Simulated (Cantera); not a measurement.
A perfectly stirred reactor is fed with CH4 : H2 : O2 : N2 = 1 : 0.098 : 1.46 : 10.2 (molar parts), at 500000 Pa; it is adiabatic with a 550 K inlet, and is followed from long to short residence time, starting on the burning branch (τ in s: 0.085, 0.044, 0.023, 0.012, 0.0062, 0.0032, 0.0017, 0.00087, 0.00045, 0.00023, 0.00012, 6.3e-05, 3.3e-05).

Model: GRI-Mech 3.0 (53 species, 325 reactions), integrated in Cantera.

**Question.** What does this change do: inlet temperature 550 to 600 K?

**Answer.** 
```
quantity                                                                      before                               after
------------------------------------------------  ----------------------------------  ----------------------------------
blow-out, bracketed by the residence times tried  burning at 6.20 ms, out at 3.20 ms  burning at 3.20 ms, out at 1.70 ms
x(CH4) at τ = 85.0 ms                                                        0.00586                             0.00507
x(H2) at τ = 85.0 ms                                                          0.0265                              0.0281
x(O2) at τ = 85.0 ms                                                         0.00124                            0.000934
x(C2H4) at τ = 85.0 ms                                                      0.000117                             8.08e-5
x(CH2O) at τ = 85.0 ms                                                       9.01e-6                             7.44e-6
x(CH4) at τ = 1.70 ms                                                         0.0784                              0.0784
x(H2) at τ = 1.70 ms                                                         0.00768                             0.00768
x(O2) at τ = 1.70 ms                                                           0.114                               0.114
x(C2H4) at τ = 1.70 ms                                                        <1e-12                              <1e-12
x(CH2O) at τ = 1.70 ms                                                        <1e-12                              <1e-12
```

**Question.** What does this change do: N2 10.2 to 14 parts?

**Answer.** 
```tsv
quantity	before	after
blow-out, bracketed by the residence times tried	burning at 6.20 ms, out at 3.20 ms	burning at 23.0 ms, out at 12.0 ms
x(CH4) at τ = 85.0 ms	0.00586	0.00712
x(H2) at τ = 85.0 ms	0.0265	0.0175
x(O2) at τ = 85.0 ms	0.00124	0.00425
x(C2H4) at τ = 85.0 ms	0.000117	0.000526
x(CH2O) at τ = 85.0 ms	9.01e-6	3.60e-5
x(CH4) at τ = 1.70 ms	0.0784	0.0604
x(H2) at τ = 1.70 ms	0.00768	0.00592
x(O2) at τ = 1.70 ms	0.114	0.0882
x(C2H4) at τ = 1.70 ms	<1e-12	<1e-12
x(CH2O) at τ = 1.70 ms	<1e-12	<1e-12
```

**Question.** What does this change do: CH4 1 to 0.63 parts?

**Answer.** 
```
quantity                                                                      before                                 after
------------------------------------------------  ----------------------------------  ------------------------------------
blow-out, bracketed by the residence times tried  burning at 6.20 ms, out at 3.20 ms  burning at 0.450 ms, out at 0.230 ms
x(CH4) at τ = 85.0 ms                                                        0.00586                               8.23e-6
x(H2) at τ = 85.0 ms                                                          0.0265                              0.000115
x(O2) at τ = 85.0 ms                                                         0.00124                                0.0123
x(C2H4) at τ = 85.0 ms                                                      0.000117                               6.60e-9
x(CH2O) at τ = 85.0 ms                                                       9.01e-6                               9.28e-7
x(CH4) at τ = 1.70 ms                                                         0.0784                              0.000121
x(H2) at τ = 1.70 ms                                                         0.00768                               0.00112
x(O2) at τ = 1.70 ms                                                           0.114                                0.0144
x(C2H4) at τ = 1.70 ms                                                        <1e-12                               3.43e-7
x(CH2O) at τ = 1.70 ms                                                        <1e-12                               1.38e-5
```
